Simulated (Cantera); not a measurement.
What does this Cantera script print?

```python
import numpy as np
import cantera as ct

gas = ct.Solution("gri30.yaml")
gas.TPX = 2125, 210000, {'CH4': 1, 'H2O': 1.3, 'N2': 0.041}
reactor = ct.IdealGasConstPressureReactor(gas, energy="off", clone=False)
net = ct.ReactorNet([reactor])
net.rtol, net.atol = 1e-08, 1e-18
show = ['CH4', 'H2O', 'HCO', 'H2O2', 'C2H', 'CO']
times = np.geomspace(6e-05, 50, 9)

steps = ct.SolutionArray(gas, extra=["t"])
rows = []
print(f"{'t/s':>10s}{'T/K':>9s}{'P/Pa':>11s}" + "".join(f"{s:>11s}" for s in show))
for t in times:
    while net.time < t:
        t_next = net.step()
        steps.append(gas.state, t=t_next)
    rows.append([np.interp(t, steps.t, y) for y in (steps.T, steps.P, *steps(*show).X.T)])
    print(f"{t:10.3e}{rows[-1][0]:9.1f}{rows[-1][1]:11.4g}" + "".join(f"{x:11.3e}" for x in rows[-1][2:]))
rate = np.gradient(steps.T, steps.t)
print("integrator steps:", len(steps.t))
if steps.T.max() > steps.T[0] + 200:
    print(f"time of steepest temperature rise: {steps.t[rate.argmax()]:.4e} s")
gas.TPX = 2125, 210000, {'CH4': 1, 'H2O': 1.3, 'N2': 0.041}
gas.equilibrate("TP")
print(f"equilibrium (TP): T = {gas.T:.1f} K  " + "  ".join(f"{s} {gas[s].X[0]:.3e}" for s in show))
```

It prints:

```
       t/s      T/K       P/Pa        CH4        H2O        HCO       H2O2        C2H         CO
 6.000e-05   2125.0    2.1e+05  7.778e-02  4.030e-01  9.110e-07  6.616e-10  1.139e-05  1.195e-02
 3.298e-04   2125.0    2.1e+05  2.264e-02  3.299e-01  3.346e-07  4.616e-10  1.163e-05  4.171e-02
 1.813e-03   2125.0    2.1e+05  1.325e-02  2.093e-01  2.390e-07  1.529e-10  5.859e-06  1.184e-01
 9.965e-03   2125.0    2.1e+05  5.037e-03  9.970e-02  2.541e-07  2.920e-11  1.232e-06  1.992e-01
 5.477e-02   2125.0    2.1e+05  2.836e-04  6.538e-02  2.707e-07  1.192e-11  1.024e-08  2.255e-01
 3.011e-01   2125.0    2.1e+05  9.802e-08  6.481e-02  2.711e-07  1.175e-11  1.129e-14  2.259e-01
 1.655e+00   2125.0    2.1e+05  9.802e-08  6.481e-02  2.711e-07  1.175e-11  1.129e-14  2.259e-01
 9.096e+00   2125.0    2.1e+05  9.802e-08  6.481e-02  2.711e-07  1.175e-11  1.129e-14  2.259e-01
 5.000e+01   2125.0    2.1e+05  9.802e-08  6.481e-02  2.711e-07  1.175e-11  1.129e-14  2.259e-01
integrator steps: 1941
equilibrium (TP): T = 2125.0 K  CH4 1.153e-07  H2O 6.481e-02  HCO 2.711e-07  H2O2 1.175e-11  C2H 1.332e-14  CO 2.259e-01
```

Computed with Cantera and GRI-Mech 3.0 (53 species, 325 reactions).
